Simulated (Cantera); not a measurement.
Thermodynamics of tantalum, niobium, vanadium and zirconium in process gases, feed Ta(OEt)5 + H2O + H2

Feed: 1 mol Ta(OEt)5, 1.5 mol H2O, 120 mol H2, held at 66.0 mbar.

Cantera equilibrium calculation (NASA polynomials, part measured and part estimated; ideal gas, pure solids and liquids). Candidate condensed phases: C, C6H6, C7H8, C8H18, H2O, Ta, TaC, Ta2O5; 113 gas species. The feed counts by its element totals alone. TaC: taken at fixed stoichiometry. Condensed phases not in the tables: Ta2C. Equilibrium is a limit: real reactors are often held back by kinetics, nucleation or transport.

```csv
T (K),x H2,x H,x CO,x C2H2 (acetylene),x C2H,x CH4,x C4H2,x C3,n C(graphite),n TaC(s)
1575,0.953,0.000158,0.0463,2.01e-5,9.76e-12,0.000109,1.64e-10,<1e-12,2.48,1.00
1675,0.953,0.000441,0.0463,5.54e-5,1.27e-10,7.22e-5,1.25e-9,<1e-12,2.47,1.00
1775,0.952,0.00110,0.0462,0.000136,1.23e-9,5.01e-5,7.61e-9,<1e-12,2.45,1.00
1875,0.951,0.00249,0.0462,0.000301,9.37e-9,3.62e-5,3.80e-8,1.56e-11,2.41,1.00
1975,0.948,0.00519,0.0461,0.000616,5.78e-8,2.69e-5,1.60e-7,2.25e-10,2.32,1.00
2075,0.943,0.0101,0.0460,0.00117,2.99e-7,2.06e-5,5.86e-7,2.49e-9,2.17,1.00
2175,0.934,0.0184,0.0458,0.00208,1.32e-6,1.60e-5,1.89e-6,2.19e-8,1.90,1.00
2275,0.919,0.0317,0.0455,0.00350,5.11e-6,1.25e-5,5.45e-6,1.59e-7,1.49,1.00
2375,0.897,0.0520,0.0451,0.00557,1.75e-5,9.88e-6,1.42e-5,9.69e-7,0.874,1.00
2475,0.866,0.0815,0.0444,0.00838,5.37e-5,7.71e-6,3.35e-5,5.05e-6,0,1.00
2575,0.826,0.123,0.0434,0.00814,0.000101,4.92e-6,3.32e-5,1.28e-5,0,1.00
2675,0.773,0.177,0.0422,0.00778,0.000180,3.11e-6,3.25e-5,3.05e-5,0,1.00
```
x: gas mole fraction; n: condensed amount in mol.

From 1575 K to 2375 K the condensed part is C(graphite) + TaC(s). From 2475 K to 2675 K the condensed part is TaC(s).
